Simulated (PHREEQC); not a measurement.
Synthetic water in mg/kgw, 20 °C, pH 6.21: Na 1490; K 320; Ca 245; Mg 145; Cl 2810; S(6) as SO4 892; Alkalinity as HCO3 0.0656; Br 15.5; Li 6.45; Si as SiO2 10.5.

Valence states are taken as typed.

The numbers come from PHREEQC with the Pitzer model, pitzer.dat.

The ionic strength comes out as 0.119 mol/kgw. What activity coefficients do Ca+2, K+, Li+, Na+, Mg+2 get?

Ca+2 0.32, K+ 0.77, Li+ 0.79, Na+ 0.78, Mg+2 0.35. Single-ion values are on the MacInnes scale.

No solid was allowed to form. Complexes and solids missing from the database can't appear.
